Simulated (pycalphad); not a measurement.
Effect of Mg content in Al-Si-Mg

Source of the numbers: pycalphad with the COST 507 light-alloy database (1999); pressure 1 atm. The database dates from 1999; later assessments differ in places, in temperatures and in the compounds included. Phase fractions are per mole of atoms.

```
alloy                      liquidus (°C)  first solid  solidus (°C)                         phases at 217 °C
-------------------------  -------------  -----------  ------------  ---------------------------------------
Al-2.698Si-1.55Mg (wt.%)             637          fcc           557  fcc 0.96, MG2SI 0.03, diamond (Si) 0.02
Al-2.702Si-3.106Mg (wt.%)            630          fcc           558  fcc 0.94, MG2SI 0.05, diamond (Si) 0.01
Al-2.712Si-6.233Mg (wt.%)            616          fcc           594                     fcc 0.92, MG2SI 0.08
Al-2.721Si-9.382Mg (wt.%)              …          fcc             …                                        …
Al-2.749Si-18.96Mg (wt.%)            628        MG2SI           450     fcc 0.59, ALMG_BETA 0.33, MG2SI 0.08
```

**Question.** What belongs in the gaps?

**Answer.** 
- Al-2.721Si-9.382Mg (wt.%), liquidus (°C): 602
- Al-2.721Si-9.382Mg (wt.%), solidus (°C): 569
- Al-2.721Si-9.382Mg (wt.%), phases at 217 °C: fcc 0.89, MG2SI 0.08, ALMG_BETA 0.03

Database names, with the compositions (at.%) that they take in these runs: MG2SI: Mg 67 Si 33; ALMG_BETA: Al 61 Mg 39.
